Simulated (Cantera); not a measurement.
Input: 1 mol PbCl2, a varied amount of H2, at 1550 °C and 1.00 bar.

Cantera equilibrium calculation (NASA polynomials, part measured and part estimated; ideal gas, pure solids and liquids). Candidate condensed phases: Pb, PbCl2; 10 gas species. Rates play no part.

Question: At 11 mol H2, list the 7 most abundant gas species with their mole fractions, and the condensed phases.

Answer: H2 0.797, HCl 0.124, Pb 0.0481, PbCl 0.0282, PbCl2 0.00180, H 0.000387, Cl 4.61e-5. Condensed: gas only.
